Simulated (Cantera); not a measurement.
A perfectly stirred reactor is fed with H2 : O2 : N2 = 0.62 : 1 : 1.1 (molar parts), at 0.210 bar; it is held at 925 K, and followed from long to short residence time.

Cantera simulation using the H2/O2 subset of GRI-Mech 3.0, which has no nitrogen chemistry; the numbers are that mechanism's predictions, not measurements. Below about 950 K walls govern HO2 and H2O2 in real vessels. The temperature is held fixed by assumption; the heat of reaction is taken as removed at once.

One state of this run: x H2 = 0.112; x O2 = 0.325; x OH = 0.000860; x HO2 = 0.000115; x H2O = 0.127. x: mole fraction; the columns are a selection and need not sum to one.

Problem. Which value of τ (s) does it belong to?
A. 0.00020
B. 0.00046
C. 0.0024
D. 0.028

Solution. B, 0.00046
